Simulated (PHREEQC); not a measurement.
1 kg of water holding 0.027 mol KCl, 0.013 mol K2CO3, 0.22 mol KHCO3 and 0.0092 mol K2SO4 is evaporated at 25 °C; the solids stay in contact with the brine. The system is closed to CO2. Solids allowed: Arcanite, Kalicinite, Misenite, Sylvite. Others were left out.

Computed with PHREEQC (Pitzer model, pitzer.dat).

```csv
water left (kg),ionic strength,water activity,Kalicinite (mol),Sylvite (mol),Arcanite (mol),Cl in solution (mol/kgw),K in solution (mol/kgw),pH
1,0.314,0.991,0,0,0,0.0270,0.291,8.64
0.6755,0.465,0.987,0,0,0,0.0400,0.431,8.58
0.4563,0.689,___,0,0,0,0.0592,0.639,8.52
0.3082,1.02,0.972,0,0,0,0.0876,___,8.46
0.2082,1.51,0.959,0,0,0,0.130,1.40,8.39
0.1407,2.24,0.941,0,0,0,0.192,2.07,8.33
0.09502,3.31,0.916,0,0,0,0.284,3.07,8.28
0.06417,4.62,0.889,0.0177,0,0,0.421,4.26,8.31
0.05275,4.85,0.885,0.0582,0,0,0.512,4.42,8.41
0.03563,5.21,0.878,0.118,0,0.00332,0.758,4.68,8.63
0.02406,5.73,0.866,0.158,0,0.00598,1.12,5.05,___
0.01626,6.57,0.846,0.184,0,___,1.66,5.68,9.17
0.01098,7.97,0.810,___,0,0.00855,2.46,6.73,9.54
0.007413,9.58,0.776,0.209,0.00710,0.00893,___,7.79,9.92
0.004999,11.4,0.744,0.213,0.0163,0.00909,2.13,8.77,10.31
```

### Question
Fill in the missing entries.

### Answer

- 0.4563, water activity: 0.981
- 0.3082, K in solution (mol/kgw): 0.945
- 0.02406, pH: 8.88
- 0.01626, Arcanite (mol): 0.00762
- 0.01098, Kalicinite (mol): 0.200
- 0.007413, Cl in solution (mol/kgw): 2.68

Complexes and solids missing from the database can't appear.
